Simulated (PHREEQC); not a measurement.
A solution holds 0.037 mol/kgw H2S and 0.0014 mol/kgw KF, at 25 °C. Closed to the air; pH follows from the charge balance.

Computed with PHREEQC (ion-association model, phreeqc.dat).

Each row changes one thing in this solution. Precipitation was switched off in this run.

```csv
case,pH,ionic strength (mol/kgw)
as made,4.41,0.00144
H2S left out,___,0.00140
diluted 10-fold with water,4.73,0.000159
diluted 5-fold with water,4.61,0.000305
KF from 0.0014 to 0.007 mol/kgw,___,0.00702
KF left out,4.19,6.56e-5
```

Task: Fill in the missing entries.

Result: 
- H2S left out, pH: 7.23
- KF from 0.0014 to 0.007 mol/kgw, pH: 4.68
